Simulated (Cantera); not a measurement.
Input (Python, Cantera):

```python
import numpy as np
import cantera as ct

gas = ct.Solution("h2o2.yaml")
gas.TPX = 1325, 100000, {'H2': 1.6, 'O2': 1, 'N2': 6.2}
inlet = ct.Reservoir(gas, clone=True)

reactor = ct.IdealGasConstPressureReactor(gas, energy="off", clone=False)
exhaust = ct.Reservoir(gas, clone=True)
tau = [0.96, 0.33, 0.11, 0.039, 0.013, 0.0046, 0.0016, 0.00055, 0.00019][0]
for a, b in ((inlet, reactor), (reactor, exhaust)):
    ct.MassFlowController(a, b, mdot=lambda t: reactor.mass / tau)
net = ct.ReactorNet([reactor])
show = ['H2', 'O2', 'H', 'HO2', 'H2O', 'O']

rows = []
print(f"{'tau/s':>10s}{'T/K':>9s}" + "".join(f"{s:>11s}" for s in show))
for tau in [0.96, 0.33, 0.11, 0.039, 0.013, 0.0046, 0.0016, 0.00055, 0.00019]:
    net.initial_time = 0.0
    net.advance(30 * tau)
    before = gas.X
    net.advance(40 * tau)
    drift = np.max(np.abs(gas.X - before) / (gas.X + 1e-9))
    rows.append([gas.T, *gas[show].X, drift])
    print(f"{tau:10.3e}{gas.T:9.1f}" + "".join(f"{x:11.3e}" for x in gas[show].X))
```

It prints:

```
     tau/s      T/K         H2         O2          H        HO2        H2O          O
 9.600e-01   1325.0  1.103e-04  2.500e-02  3.839e-06  2.396e-06  1.998e-01  1.068e-05
 3.300e-01   1325.0  2.245e-04  2.504e-02  1.112e-05  4.406e-06  1.996e-01  2.248e-05
 1.100e-01   1325.0  4.625e-04  2.511e-02  3.317e-05  7.628e-06  1.993e-01  4.866e-05
 3.900e-02   1325.0  9.033e-04  2.527e-02  9.246e-05  1.164e-05  1.987e-01  1.007e-04
 1.300e-02   1325.0  1.804e-03  2.563e-02  2.704e-04  1.630e-05  1.974e-01  2.149e-04
 4.600e-03   1325.0  3.395e-03  2.632e-02  7.292e-04  2.046e-05  1.952e-01  4.308e-04
 1.600e-03   1325.0  6.281e-03  2.767e-02  1.920e-03  2.420e-05  1.909e-01  8.495e-04
 5.500e-04   1325.0  1.126e-02  3.020e-02  4.781e-03  2.779e-05  1.832e-01  1.629e-03
 1.900e-04   1325.0  1.922e-02  3.457e-02  1.076e-02  3.165e-05  1.700e-01  2.969e-03
```

Computed with Cantera and the H2/O2 subset of GRI-Mech 3.0, which has no nitrogen chemistry. The temperature is held fixed by assumption; the heat of reaction is taken as removed at once.
